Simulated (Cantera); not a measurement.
# Ignition delay

Mixture: 8.63 % C₃H₈, 25.4 % O₂, 66.0 % N₂, equivalence ratio 1.7, at 7500 Torr, adiabatic and at constant pressure. Ignition delay is the time to a rise of 400 K.

Model: GRI-Mech 3.0 (53 species, 325 reactions), integrated in Cantera. GRI-Mech 3.0 was tuned for natural gas; its chemistry of propane as a main component is partial and can be far from experiment.

```json
[
 {"T0 (K)": "1275", "delay (ms)": "0.380"},
 {"T0 (K)": "1375", "delay (ms)": "0.0791"},
 {"T0 (K)": "1475", "delay (ms)": "0.0218"},
 {"T0 (K)": "1575", "delay (ms)": "0.00792"},
 {"T0 (K)": "1675", "delay (ms)": "0.00363"},
 {"T0 (K)": "1775", "delay (ms)": "0.00200"},
 {"T0 (K)": "1875", "delay (ms)": "0.00126"},
 {"T0 (K)": "1975", "delay (ms)": "0.000882"},
 {"T0 (K)": "2075", "delay (ms)": "0.000661"},
 {"T0 (K)": "2175", "delay (ms)": "0.000523"}
]
```

```
Quantity                                                Value
--------------------------------------------------  ---------
apparent activation energy between 1975 and 2175 K  93 kJ/mol
```
